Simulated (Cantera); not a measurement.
## Stirred combustor or abatement burner

A perfectly stirred reactor is fed with 17.7 % CO, 0.885 % H2, 6.19 % CH4, 12.8 % O2, 62.5 % N2, at 615 Torr; it is adiabatic with a 325 K inlet, and is followed from long to short residence time, starting on the burning branch (τ in s: 0.22, 0.097, 0.043, 0.019, 0.0082, 0.0036, 0.0016, 0.00069, 0.0003, 0.00013, 5.8e-05).

Computed with Cantera and GRI-Mech 3.0 (53 species, 325 reactions).

| τ (s) | T (K) | x CO | x H2 | x CH4 | x OH | x NO2 |
|---|---|---|---|---|---|---|
| 0.22 | 1811 | 0.142 | 0.0361 | 9.27e-5 | 0.000117 | 1.42e-10 |
| 0.097 | 1808 | 0.142 | 0.0361 | 7.92e-5 | 0.000191 | 2.02e-10 |
| 0.043 | 1802 | 0.142 | 0.0359 | 7.63e-5 | 0.000299 | 2.71e-10 |
| 0.019 | 1795 | 0.142 | 0.0357 | 8.77e-5 | 0.000438 | 3.54e-10 |
| 0.0082 | 1784 | 0.142 | 0.0354 | 0.000118 | 0.000611 | 4.56e-10 |
| 0.0036 | 1769 | 0.143 | 0.0349 | 0.000176 | 0.000808 | 5.64e-10 |
| 0.0016 | 1748 | 0.144 | 0.0341 | 0.000286 | 0.00102 | 6.58e-10 |
| 0.00069 | 1712 | 0.146 | 0.0328 | 0.000525 | 0.00124 | 7.06e-10 |
| 0.00030 | 325 | 0.177 | 0.00885 | 0.0619 | <1e-12 | <1e-12 |
| 0.00013 | 325 | 0.177 | 0.00885 | 0.0619 | <1e-12 | <1e-12 |
| 5.8e-5 | 325 | 0.177 | 0.00885 | 0.0619 | <1e-12 | <1e-12 |
x: mole fraction; the columns are a selection and need not sum to one.
